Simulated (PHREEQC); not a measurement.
30 mol of Arcanite (K2SO4) is brought to equilibrium with 1 kg of water, at 20 °C and several pressures. The system is closed to CO2. The run lets Arcanite, Misenite precipitate or redissolve, and no other solid.

Base run: PHREEQC, Pitzer model, pitzer.dat. Each further column changes one thing. The table gives dissolved K (mol/kgw).

| P (atm) | base | temperature from 20 to 15 °C | temperature from 20 to 40 °C |
|---|---|---|---|
| 1 | 1.18 | 1.08 | 1.54 |
| 50 | 1.20 | 1.11 | 1.57 |
| 200 | 1.26 | 1.17 | 1.63 |
| 300 | 1.29 | 1.20 | 1.67 |
| 400 | 1.31 | 1.22 | 1.70 |
| 500 | 1.33 | 1.23 | 1.72 |
| 800 | 1.33 | 1.21 | 1.78 |
| 1000 | 1.30 | 1.17 | 1.80 |

 Constants without temperature data keep their 25 °C values here.
